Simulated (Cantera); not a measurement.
Cantera run, input and output.

```python
import numpy as np
import cantera as ct

gas = ct.Solution("h2o2.yaml")
gas.TPX = 800, 1500000, {'H2': 1, 'O2': 0.333, 'N2': 1.17, 'H2O': 0.092}
inlet = ct.Reservoir(gas, clone=True)
gas.equilibrate("HP")  # start burning
reactor = ct.IdealGasConstPressureReactor(gas, energy="on", clone=False)
exhaust = ct.Reservoir(gas, clone=True)
tau = [0.067, 0.03, 0.013, 0.0058, 0.0026, 0.0011, 0.0005, 0.00022, 9.8e-05, 4.3e-05, 1.9e-05][0]
for a, b in ((inlet, reactor), (reactor, exhaust)):
    ct.MassFlowController(a, b, mdot=lambda t: reactor.mass / tau)
net = ct.ReactorNet([reactor])
show = ['H2', 'O2', 'H2O', 'OH', 'H', 'HO2', 'O']

rows = []
print(f"{'tau/s':>10s}{'T/K':>9s}" + "".join(f"{s:>11s}" for s in show))
for tau in [0.067, 0.03, 0.013, 0.0058, 0.0026, 0.0011, 0.0005, 0.00022, 9.8e-05, 4.3e-05, 1.9e-05]:
    net.initial_time = 0.0
    net.advance(30 * tau)
    before = gas.X
    net.advance(40 * tau)
    drift = np.max(np.abs(gas.X - before) / (gas.X + 1e-9))
    rows.append([gas.T, *gas[show].X, drift])
    print(f"{tau:10.3e}{gas.T:9.1f}" + "".join(f"{x:11.3e}" for x in gas[show].X))
```

Result:

```
     tau/s      T/K         H2         O2        H2O         OH          H        HO2          O
 6.700e-02   2610.3  1.464e-01  3.576e-05  3.318e-01  2.115e-03  3.996e-03  9.900e-08  3.729e-05
 3.000e-02   2610.2  1.464e-01  3.765e-05  3.318e-01  2.122e-03  4.010e-03  1.011e-07  3.755e-05
 1.300e-02   2609.9  1.464e-01  4.208e-05  3.318e-01  2.138e-03  4.041e-03  1.062e-07  3.814e-05
 5.800e-03   2609.1  1.464e-01  5.160e-05  3.317e-01  2.172e-03  4.109e-03  1.173e-07  3.945e-05
 2.600e-03   2607.6  1.463e-01  7.192e-05  3.315e-01  2.244e-03  4.255e-03  1.422e-07  4.233e-05
 1.100e-03   2604.0  1.463e-01  1.181e-04  3.312e-01  2.412e-03  4.593e-03  2.050e-07  4.938e-05
 5.000e-04   2597.4  1.462e-01  2.012e-04  3.305e-01  2.718e-03  5.216e-03  3.405e-07  6.371e-05
 2.200e-04   2584.9  1.461e-01  3.578e-04  3.292e-01  3.285e-03  6.402e-03  6.748e-07  9.563e-05
 9.800e-05   2564.4  1.459e-01  6.252e-04  3.272e-01  4.175e-03  8.348e-03  1.460e-06  1.608e-04
 4.300e-05   2532.0  1.457e-01  1.091e-03  3.239e-01  5.454e-03  1.137e-02  3.294e-06  2.916e-04
 1.900e-05   2485.0  1.456e-01  1.876e-03  3.191e-01  7.052e-03  1.565e-02  7.168e-06  5.320e-04
```

Cantera simulation using the H2/O2 subset of GRI-Mech 3.0, which has no nitrogen chemistry; the numbers are that mechanism's predictions, not measurements. The hydrogen kinetics of GRI-Mech 3.0 are dated; newer H2 mechanisms differ, most at raised pressure. The pressure lies above the range GRI-Mech 3.0 was tuned for (to about 10 atm).
